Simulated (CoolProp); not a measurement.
Carbon monoxide at 298.15 K and 13.9 MPa is throttled through a valve to 3.25 MPa with no heat exchange. Each further row changes one setting.

Values from CoolProp's reference Helmholtz-energy equation of state, Lemmon 2006. It is a short technical equation, of lower accuracy than the large ones.

```tsv
case	temperature change (K)	final phase	final density (kg/m³)
as stated	-19.7	gas	39.9
outlet pressure 0.975 MPa	-26.0	gas	12.1
outlet pressure 4.23 MPa	-17.3	supercritical	51.6
```
